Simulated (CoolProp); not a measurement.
R236FA at 342.8 K and 1.51 MPa flows at 0.054 m/s in a round tube of 20 mm bore and 45 µm roughness, fully developed (64/Re and Nu = 3.66 if laminar; Colebrook and Gnielinski if turbulent). Each further row changes one setting.

The numbers come from the reference Helmholtz-energy equation of state, Pan 2012 in CoolProp.

```tsv
case	Reynolds number	Darcy friction factor	pressure drop (Pa/m)	heat-transfer coefficient (W/(m² K))	mass flow (kg/h)
as stated	7720	0.0360	3.13	157	72.8
velocity 0.108 m/s	15400	0.0315	11.0	306	146
diameter 40 mm	15400	0.0296	1.29	146	291
```

Viscosity comes from a separate model (Huber 2003), an estimate that may be off by 10 % or more. Thermal conductivity comes from a separate model (Huber 2003), an estimate that may be off by 10 % or more.
